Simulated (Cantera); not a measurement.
A closed system holds: 1 mol Ti(NMe2)4, 0.16 mol C3H8, 36 mol N2, at 1502 °C and 0.133 bar.

Cantera equilibrium calculation (NASA polynomials, part measured and part estimated; ideal gas, pure solids and liquids). Candidate condensed phases: C, C6H6, C7H8, C8H18, Ti, TiC, TiN; 93 gas species. The feed counts by its element totals alone. TiC: taken at fixed stoichiometry. Equilibrium is a limit: real reactors are often held back by kinetics, nucleation or transport.

What is the equilibrium state?


* **x(N2)**: 0.749
* **x(H2)**: 0.248
* **x(HCN)**: 0.00234
* **x(H)**: 0.000395
* **x(HNC)**: 8.38e-5
* **x(C2H2 (acetylene))**: 3.53e-5
* **x(CH4)**: 6.87e-6
* **n(C(graphite))**: 7.35 mol
* **n(TiC(s))**: 1.00 mol
* **gas amount**: 50.65 mol
* **log10 activity of Ti(β) (absent)**: -4.76
